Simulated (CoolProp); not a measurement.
A Linde-Hampson liquefier for nitrogen: isothermal reversible compression at 290 K from 1 atm to 15 MPa, throttling to 1 atm, return gas leaving the recuperator 0 K below the feed. Each further row changes one setting.

Values from CoolProp's reference Helmholtz-energy equation of state, Span 2000.

```
case                        liquid yield per pass  compression work (kJ/kg of gas)
--------------------------  ---------------------  -------------------------------
as stated                                   0.068                              429
high pressure 30 MPa                            …                              493
warm-end temperature 320 K                  0.050                                …
warm-end gap 5 K                                …                              429
```

Problem. Fill in the missing entries.

Solution. 
- high pressure 30 MPa, liquid yield per pass: 0.098
- warm-end temperature 320 K, compression work (kJ/kg of gas): 476
- warm-end gap 5 K, liquid yield per pass: 0.057
